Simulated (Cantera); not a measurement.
An adiabatic, constant-volume homogeneous reactor starts with CH4 : CO : O2 : N2 = 1 : 0.19 : 0.998 : 2.89 (molar parts), equivalence ratio 2.1, at 1475 K and 1.20 bar. Integrator tolerance rtol = 1e-08.

Model: GRI-Mech 3.0 (53 species, 325 reactions), integrated in Cantera.

### Question
What does this change do: 0.0098 parts H2 added?

### Answer
```json
[
 {"quantity": "time of steepest temperature rise", "before": "1.54 ms", "after": "1.46 ms"},
 {"quantity": "temperature at 9.00 s", "before": "2820 K", "after": "2819 K"},
 {"quantity": "equilibrium temperature", "before": "2820 K", "after": "2819 K"},
 {"quantity": "x(CH4) at 9.00 s", "before": "5.37e-11 (gas-phase equilibrium 6.04e-11)", "after": "5.49e-11 (gas-phase equilibrium 6.17e-11)"},
 {"quantity": "x(CO) at 9.00 s", "before": "0.174 (gas-phase equilibrium 0.174)", "after": "0.173 (gas-phase equilibrium 0.173)"},
 {"quantity": "x(O2) at 9.00 s", "before": "0.000122 (gas-phase equilibrium 0.000122)", "after": "0.000119 (gas-phase equilibrium 0.000119)"},
 {"quantity": "x(C2H) at 9.00 s", "before": "<1e-12 (gas-phase equilibrium <1e-12)", "after": "<1e-12 (gas-phase equilibrium <1e-12)"},
 {"quantity": "x(OH) at 9.00 s", "before": "0.00492 (gas-phase equilibrium 0.00492)", "after": "0.00488 (gas-phase equilibrium 0.00488)"},
 {"quantity": "x(C2H6) at 9.00 s", "before": "<1e-12 (gas-phase equilibrium <1e-12)", "after": "<1e-12 (gas-phase equilibrium <1e-12)"}
]
```

### Question
What does this change do: initial temperature 1475 to 1400 K?

### Answer
```
quantity                                                              before                                      after
---------------------------------  -----------------------------------------  -----------------------------------------
time of steepest temperature rise                                    1.54 ms                                    3.71 ms
temperature at 9.00 s                                                 2820 K                                     2781 K
equilibrium temperature                                               2820 K                                     2781 K
x(CH4) at 9.00 s                   5.37e-11 (gas-phase equilibrium 6.04e-11)  6.66e-11 (gas-phase equilibrium 7.49e-11)
x(CO) at 9.00 s                          0.174 (gas-phase equilibrium 0.174)        0.174 (gas-phase equilibrium 0.174)
x(O2) at 9.00 s                    0.000122 (gas-phase equilibrium 0.000122)    8.66e-5 (gas-phase equilibrium 8.66e-5)
x(C2H) at 9.00 s                       <1e-12 (gas-phase equilibrium <1e-12)      <1e-12 (gas-phase equilibrium <1e-12)
x(OH) at 9.00 s                      0.00492 (gas-phase equilibrium 0.00492)    0.00408 (gas-phase equilibrium 0.00408)
x(C2H6) at 9.00 s                      <1e-12 (gas-phase equilibrium <1e-12)      <1e-12 (gas-phase equilibrium <1e-12)
```
